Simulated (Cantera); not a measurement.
A Cantera script and what it prints.

```python
import numpy as np
import cantera as ct

gas_names = """
    C CH CH2 CH3 CH2OH CH3O CH4 CH3OH CN CO CO2 COOH C2 C2H CHCO,ketyl C2H2,acetylene C2H2,vinylidene
    CH2CO,ketene C2H3,vinyl CH3CN CH3CO,acetyl C2H4 C2H4O,ethylen CH3CHO,ethanal CH3COOH (HCOOH)2 C2H5
    C2H6 CH3OCH3 C2H5OH CCN CNC C2N2 C2O C3 C3H3,propargyl C3H4,allene C3H4,propyne C3H4,cyclo-
    C3H5,allyl C3H6,propylene C3H6,cyclo- C3H6O C3H7,n-propyl C3H7,i-propyl C3H8 C3H8O,1propanol
    C3H8O,2propanol C3O2 C4 C4H2 C4H4,1,3-cyclo- C4H6,butadiene C4H6,2-butyne C4H6,cyclo- C4H8,1-butene
    C4H8,cis2-buten C4H8,tr2-butene C4H8,isobutene C4H8,cyclo- (CH3COOH)2 C4H9,n-butyl C4H9,i-butyl
    C4H9,s-butyl C4H9,t-butyl C4H10,isobutane C4H10,n-butane C4N2 C5 C5H6,1,3cyclo- C5H8,cyclo-
    C5H10,1-pentene C5H10,cyclo- C5H11,pentyl C5H11,t-pentyl C5H12,n-pentane C5H12,i-pentane
    CH3C(CH3)2CH3 C6H2 C6H5,phenyl C6H5O,phenoxy C6H6 C6H5OH,phenol C6H10,cyclo- C6H12,1-hexene
    C6H12,cyclo- C6H13,n-hexyl C7H7,benzyl C7H8 C7H8O,cresol C7H14,1-heptene C7H15,n-heptyl
    C7H16,n-heptane C8H8,styrene C8H10,ethylbenz C8H16,1-octene C8H17,n-octyl C8H18,isooctane
    C8H18,n-octane C9H19,n-nonyl C10H8,naphthale C10H21,n-decyl C12H9,o-bipheny C12H10,bipheny H HCN HCO
    HCCN HNC HNCO HNO HNO2 HNO3 HO2 H2 HCHO,formaldehy HCOOH H2O H2O2 N NCO NH NH2 NH3 NH2OH NO NO2 NO3
    N2 N2H2 N2H4 N2O O OH O2 O3 Si SiC SiC2 SiC4H12 SiH SiH2 SiH3 SiH4 SiN SiO SiO2 Si2 Si2C Si2N Si3
""".split()
cond_names = """
    C(gr) C6H6(L) C7H8(L) C8H18(L),n-octa H2O(s) H2O(L) Si(cr) Si(L) SiC(b) SiO2(Lqz) SiO2(hqz) SiO2(L)
    Si2N2O(s) Si3N4(a)
""".split()


def load(file, names, dense=False):
    # The tables refer to 1 bar. Condensed volumes are neglected.
    table = {s.name: s for s in ct.Species.list_from_file(file)}
    out = []
    for n in names:
        d = dict(table[n].input_data)
        d["thermo"] = dict(d["thermo"], **{"reference-pressure": 1e5})
        if dense:
            d["equation-of-state"] = {"model": "constant-volume", "density": "1e6 g/cm^3"}
        out.append(ct.Species.from_dict(d))
    return out


gas = ct.Solution(thermo="ideal-gas", species=load("nasa_gas.yaml", gas_names))
cond = {s.name: ct.Solution(thermo="fixed-stoichiometry", species=[s], name=s.name)
        for s in load("nasa_condensed.yaml", cond_names, dense=True)}
atoms = {
    'SiC': {'Si': 1, 'C': 1},
    'N2O': {'N': 2, 'O': 1},
    'H2': {'H': 2},
}
top_T = {'C(gr)': 4500, 'SiC(b)': 3050, 'Si2N2O(s)': 2100, 'Si3N4(a)': 2400}  # K; cautious upper limits of use, not melting points


def equilibrate(T, P, feed):
    n = {}
    for name, mol in feed.items():
        for a, k in atoms[name].items():
            n[a] = n.get(a, 0.0) + k * mol
    gas.TPX = T, P, n
    mass = sum(n.values()) * gas.mean_molecular_weight
    gas.equilibrate("TP")
    valid = [c for c in cond.values() if c.min_temp <= T <= top_T.get(c.name, c.max_temp)]
    mix = ct.Mixture([(gas, mass / gas.mean_molecular_weight)] + [(c, 0.0) for c in valid])
    mix.T, mix.P = T, P
    mix.equilibrate("TP", solver="vcs", rtol=1e-11, max_steps=5000)
    return mix


results = []
feed = {'SiC': 1, 'N2O': 2.3, 'H2': 270}  # mol
P = 10000  # Pa
for T in [1525, 1600, 1675, 1750, 1825, 1900, 1975, 2050]:
    mix = equilibrate(T, P, feed)
    results.append((T, P, feed, dict(zip(mix.species_names, mix.species_moles))))

top = {s: max(r[3][s] / sum(r[3][g] for g in gas_names) for r in results) for s in gas_names}
cols = sorted((s for s in top if top[s] > 1e-05), key=lambda s: -top[s])[:5]
seen = [c for c in cond_names if any(r[3].get(c, 0) > 1e-12 for r in results)]
print("log10 of partial pressures in bar; condensed amounts in mol")
print(f"{'T/K':>10s}" + "".join(f"{s[:9]:>10s}" for s in cols + seen))
for T, P, feed, n in results:
    ng = sum(n[g] for g in gas_names)
    print(f"{T:10.4g}" + "".join(f"{np.log10(max(n[s] / ng * P / 1e5, 1e-99)):10.3f}" for s in cols)
          + "".join(f"{n.get(c, 0):10.4g}" for c in seen))
```

It prints:

```
log10 of partial pressures in bar; condensed amounts in mol
       T/K        H2        N2         H        CO       SiO SiO2(hqz) Si2N2O(s)
      1525    -1.005    -3.114    -5.129    -3.437    -4.329    0.4776    0.1971
      1600    -1.007    -3.076    -4.768    -3.438    -3.577    0.2741         0
      1675    -1.007    -3.076    -4.439    -3.438    -3.515    0.1615         0
      1750    -1.008    -3.077    -4.137    -3.439    -3.438         0         0
      1825    -1.008    -3.077    -3.860    -3.439    -3.439         0         0
      1900    -1.008    -3.077    -3.605    -3.439    -3.439         0         0
      1975    -1.009    -3.077    -3.368    -3.439    -3.439         0         0
      2050    -1.010    -3.078    -3.149    -3.440    -3.440         0         0
```

Equilibrium computed with Cantera from the NASA thermochemical tables; the gas is ideal and each condensed phase is pure. Mutual solubility and eutectic melting of coexisting phases are not modelled. The tables hold silica as quartz up to 1696 K and as liquid above; real silica turns to tridymite and cristobalite and melts near 1996 K.
